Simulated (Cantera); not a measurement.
Charge: 1 mol SrCl2, 0.5 mol O2, 0.81 mol H2, held at 7.50 Torr.

Cantera equilibrium calculation (NASA polynomials, part measured and part estimated; ideal gas, pure solids and liquids). Candidate condensed phases: H2O, Sr, SrCl2, SrO, Sr(OH)2; 20 gas species. Mutual solubility and eutectic melting of coexisting phases are not modelled. Condensed phases not in the tables: oxide chlorides. Rates play no part.

Question: At 1323 K, list the 5 most abundant gas species with their mole fractions, and the condensed phases.

Answer: H2O 0.879, O2 0.104, HCl 0.0148, SrCl2 0.00197, OH 0.000107. Condensed: SrCl2(l) + SrO(s).
